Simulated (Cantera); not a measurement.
Mixture: 5.68 % CH4, 1.48 % CO, 19.5 % O2, 73.3 % N2, equivalence ratio 0.62, at 1.60 bar, adiabatic and at constant pressure. Ignition delay is the time to a rise of 400 K.

Computed with Cantera and GRI-Mech 3.0 (53 species, 325 reactions).

Task: Predict: delay at 1050 K; delay at 1150 K; delay at 1250 K; delay at 1350 K; apparent activation energy between 1300 and 1400 K.

Result: 
- delay at 1050 K = 0.279 s
- delay at 1150 K = 54.3 ms
- delay at 1250 K = 12.7 ms
- delay at 1350 K = 3.49 ms
- apparent activation energy between 1300 and 1400 K = 180 kJ/mol
